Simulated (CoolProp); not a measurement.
Properties of R142b at several states (Tc = 410.3 K, pc = 4055 kPa, ω = 0.232).

Values from CoolProp's reference Helmholtz-energy equation of state, Lemmon 2006. It is a short technical equation, of lower accuracy than the large ones.

| T (K) | p (kPa) | phase | density (kg/m³) | cv (kJ/(kg K)) | Joule-Thomson coefficient (K/MPa) |
|---|---|---|---|---|---|
| 283.4 | 4820 | liquid | 1161 | 0.8549 | -0.3058 |
| 204 | 181 | liquid | 1322 | 0.7475 | -0.4527 |
| 311.5 | 227 | gas | 9.281 | 0.7919 | 24.09 |
